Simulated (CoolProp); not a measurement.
Vapour pressure (MPa) of CF4 (R14): the reference equation beside estimates from Tc = 227.4 K, pc = 3.762 MPa, ω = 0.178. Clausius-Clapeyron is anchored at 157.6 K with a constant enthalpy of vaporisation of 11.19 kJ/mol.

Values from CoolProp's reference Helmholtz-energy equation of state, Platzer 1990. This equation is an older, rougher fit; its heat capacities, sound speeds and derivatives of the liquid may be far off and weren't checked against measurements.

```tsv
T (K)	reference	Lee-Kesler	Clausius-Clapeyron	van der Waals	Redlich-Kwong	Soave-Redlich-Kwong	Peng-Robinson
130.4	0.03151	0.03090	0.03803	0.2504	0.04712	0.03116	0.03215
139.5	0.06709	0.06655	0.07457	0.3711	0.09690	0.06680	0.06793
148.5	0.1279	0.1280	0.1338	0.5241	0.1779	0.1281	0.1289
157.6	0.2259	0.2275	0.2259	0.7167	0.3023	0.2274	0.2270
166.6	0.3708	0.3748	0.3583	0.9478	0.4778	0.3750	0.3724
175.7	0.5789	0.5859	0.5445	1.226	0.7188	0.5878	0.5818
184.7	0.8599	0.8697	0.7909	1.547	1.030	0.8756	0.8654
193.8	1.235	1.247	1.114	1.921	1.427	1.260	1.245
202.8	1.714	1.726	1.516	2.341	1.912	1.749	1.730
211.8	2.319	2.332	2.010	2.814	2.495	2.361	2.342
220.9	3.086	3.099	2.611	3.347	3.193	3.122	3.110
```

Absolute difference from the reference over all 11 rows, mean and median: Lee-Kesler 0.9 and 0.8 %, Clausius-Clapeyron 9.4 and 9.8 %, van der Waals 194.9 and 111.8 %, Redlich-Kwong 25.3 and 24.2 %, Soave-Redlich-Kwong 1.3 and 1.2 %, Peng-Robinson 0.9 and 0.8 %.
